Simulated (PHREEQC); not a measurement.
NaOH is added in steps, without added water, to 1 kg of water holding 0.0022 mol HNO3 and 0.0053 mol KH2PO4, at 20 °C. Oxygen is held at 0.21 atm. The system is closed to CO2. No solid was allowed to form.

Base run: PHREEQC, ion-association model, wateq4f.dat. Each further column changes one thing. The table gives H3PO4 (mol/kgw).

```csv
NaOH added (mol),base,all activity coefficients set to 1,database phreeqc.dat,Debye-Hückel limiting law,Davies equation for every ion
0,0.000766,…,0.000766,0.000752,0.000761
0.0012,0.000367,0.000404,0.000367,0.000360,0.000364
0.0024,1.29e-6,1.09e-6,1.29e-6,1.32e-6,1.29e-6
0.0036,1.12e-7,…,1.12e-7,…,1.13e-7
0.0044,4.58e-8,…,4.58e-8,4.75e-8,4.59e-8
0.0056,1.13e-8,9.04e-9,1.13e-8,1.18e-8,1.14e-8
0.0068,1.16e-9,…,1.16e-9,1.22e-9,1.16e-9
0.008,0,0,0,0,0
```

Problem. What belongs in the gaps?

Solution. 
- 0, all activity coefficients set to 1: 0.000840
- 0.0036, all activity coefficients set to 1: 9.22e-8
- 0.0036, Debye-Hückel limiting law: 1.16e-7
- 0.0044, all activity coefficients set to 1: 3.71e-8
- 0.0068, all activity coefficients set to 1: 9.11e-10

H3PO4, which wateq4f.dat lacks, is added to it with the constant of phreeqc.dat.  phreeqc.dat and wateq4f.dat share most of their constants, so their agreement is no independent check.
